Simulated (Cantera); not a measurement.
An isothermal, constant-pressure homogeneous reactor starts with NH3 : H2 = 1 : 2.7 (molar parts), at 1375 K and 13300 Pa. Integrator tolerance rtol = 1e-08.

Cantera simulation using the gas-phase N/H chemistry of the illustrative SiF4/NH3 mechanism in the Surface Chemkin manual (1991); the numbers are that mechanism's predictions, not measurements. Walls and surfaces, which speed up NH3 decomposition in real reactors, are not modelled.

### Question
What does this change do: temperature 1375 to 1625 K?

### Answer
```
quantity                                           before                                      after
----------------  ---------------------------------------  -----------------------------------------
x(NH3) at 50.0 s    0.268 (gas-phase equilibrium 3.37e-6)     0.0851 (gas-phase equilibrium 1.59e-6)
x(H2) at 50.0 s       0.731 (gas-phase equilibrium 0.894)        0.842 (gas-phase equilibrium 0.893)
x(H) at 50.0 s    6.90e-6 (gas-phase equilibrium 8.93e-6)  0.000109 (gas-phase equilibrium 0.000184)
x(N) at 50.0 s    1.10e-10 (gas-phase equilibrium <1e-12)   1.35e-8 (gas-phase equilibrium 1.04e-12)
x(N2) at 50.0 s    0.000856 (gas-phase equilibrium 0.106)       0.0729 (gas-phase equilibrium 0.106)
```
